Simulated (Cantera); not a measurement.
Input: 1 mol Fe(CO)5, 0.35 mol N2, 0.034 mol CO, equilibrated at 827 °C and 1.00 bar.

Cantera equilibrium calculation (NASA polynomials, part measured and part estimated; ideal gas, pure solids and liquids). Candidate condensed phases: C, Fe, Fe(CO)5, FeO, Fe2O3, Fe3O4; 27 gas species. Condensed phases not in the tables: cementite and carbon dissolved in iron. Kinetics and transport are ignored.

Base state: CO 0.865, N2 0.0693, CO2 0.0660 (mole fractions); condensed: C(graphite) + Fe(α).

What changes in the equilibrium state with this change: N2 from 0.35 to 3.6 mol?


```json
[
 {"species": "CO", "before": "0.865", "after": "0.546"},
 {"species": "N2", "before": "0.0693", "after": "0.428"},
 {"species": "CO2", "before": "0.0660", "after": "0.0263"},
 {"species": "C(graphite), mol", "before": "0.333", "after": "0.221"},
 {"species": "Fe(α), mol", "before": "1.00", "after": "1.00"}
]
```
